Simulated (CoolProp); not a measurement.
n-perfluorohexane at 346.33 K and 0.0121 MPa is compressed adiabatically to 0.0907 MPa with isentropic efficiency 0.75. Each further row changes one setting.

Computed with CoolProp (reference Helmholtz-energy equation of state, Gao 2022).

```json
[
 {"case": "as stated", "work (kJ/kg)": "23.1", "final temperature (K)": "373.0", "final density (kg/m³)": "10.3"},
 {"case": "efficiency 1", "work (kJ/kg)": "17.3", "final temperature (K)": "…", "final density (kg/m³)": "…"},
 {"case": "efficiency 0.65", "work (kJ/kg)": "26.7", "final temperature (K)": "…", "final density (kg/m³)": "10.1"}
]
```

Q: Some entries are withheld; supply them.

A: 
- efficiency 1, final temperature (K): 366.7
- efficiency 1, final density (kg/m³): 10.5
- efficiency 0.65, final temperature (K): 376.8
